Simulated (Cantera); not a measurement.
## Thermodynamics of iron carbonyl, mercury and lead vapours, feed PbO + O₂ + H₂

A closed system holds: 1 mol PbO, 0.034 mol O₂, 1 mol H₂, equilibrated at 360 Pa.

These are equilibrium values from Cantera (NASA tables, ideal gas, pure condensed phases), not measurements of a reactor. Candidate condensed phases: H₂O, Pb, PbO, PbO₂, Pb₃O₄; 12 gas species. Kinetics and transport are ignored.

```tsv
T (K)	x H₂O	x Pb	x H₂	x PbO	x Pb₂	x OH	n Pb(s)	n PbO(red)	n Pb(l)	n PbO(yellow)
475	1.000	<1e-12	4.54e-6	<1e-12	<1e-12	<1e-12	0.932	0.0680	0	0
525	1.000	5.65e-12	8.47e-6	<1e-12	<1e-12	<1e-12	0.932	0.0680	0	0
575	1.000	2.66e-10	1.45e-5	<1e-12	<1e-12	<1e-12	0.932	0.0680	0	0
625	1.000	6.48e-9	2.21e-5	<1e-12	<1e-12	<1e-12	0	0.0680	0.932	0
675	1.000	9.40e-8	3.11e-5	7.61e-12	<1e-12	<1e-12	0	0.0680	0.932	0
725	1.000	9.37e-7	4.22e-5	2.45e-10	<1e-12	<1e-12	0	0.0680	0.932	0
775	1.000	6.91e-6	5.55e-5	4.99e-9	<1e-12	<1e-12	0	0	0.932	0.0681
825	1.000	3.98e-5	7.13e-5	6.97e-8	5.12e-12	6.72e-12	0	0	0.932	0.0681
875	1.000	0.000187	8.96e-5	7.15e-7	6.88e-11	6.47e-11	0	0	0.932	0.0681
925	0.999	0.000742	0.000111	5.66e-6	6.93e-10	4.88e-10	0	0	0.931	0.0681
975	0.997	0.00255	0.000134	3.60e-5	5.46e-9	2.98e-9	0	0	0.929	0.0681
```
x: gas mole fraction; n: condensed amount in mol.

From 475 K to 575 K the condensed part is Pb(s) + PbO(red). From 625 K to 725 K the condensed part is Pb(l) + PbO(red). From 775 K to 975 K the condensed part is Pb(l) + PbO(yellow).
